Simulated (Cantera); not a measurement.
## Equilibrium for carbothermic reduction: PbO + C + CO

A closed system holds: 1 mol PbO, 1.8 mol C, 0.096 mol CO, at 101000 Pa.

Equilibrium computed with Cantera from the NASA thermochemical tables; the gas is ideal and each condensed phase is pure. Candidate condensed phases: C, Pb, PbO, PbO2, Pb3O4; 15 gas species. Equilibrium is a limit: real reactors are often held back by kinetics, nucleation or transport.

| T (K) | x CO | x Pb | x CO2 | x Pb2 | x PbO | n C(graphite) | n Pb(l) |
|---|---|---|---|---|---|---|---|
| 1173 | 0.973 | 0.000416 | 0.0267 | 1.17e-8 | 3.54e-10 | 0.829 | 1.000 |
| 1273 | 0.991 | 0.00181 | 0.00715 | 1.36e-7 | 1.42e-9 | 0.808 | 0.998 |
| 1373 | 0.991 | 0.00633 | 0.00226 | 1.09e-6 | 4.55e-9 | 0.802 | 0.993 |
| 1473 | 0.981 | 0.0186 | 0.000825 | 6.54e-6 | 1.23e-8 | 0.801 | 0.979 |
| 1573 | 0.952 | 0.0474 | 0.000330 | 3.09e-5 | 2.88e-8 | 0.800 | 0.945 |
| 1673 | 0.892 | 0.108 | 0.000137 | 0.000120 | 5.84e-8 | 0.800 | 0.867 |
| 1773 | 0.777 | 0.223 | 5.38e-5 | 0.000399 | 1.01e-7 | 0.800 | 0.684 |
| 1873 | 0.573 | 0.426 | 1.63e-5 | 0.00116 | 1.37e-7 | 0.800 | 0.182 |
x: gas mole fraction; n: condensed amount in mol.

From 1173 K to 1873 K the condensed part is C(graphite) + Pb(l). The main Pb-bearing gas is Pb throughout. The share of Pb in condensed phases is highest at 1173 K (100.0 %) and lowest at 1873 K (18.2 %).
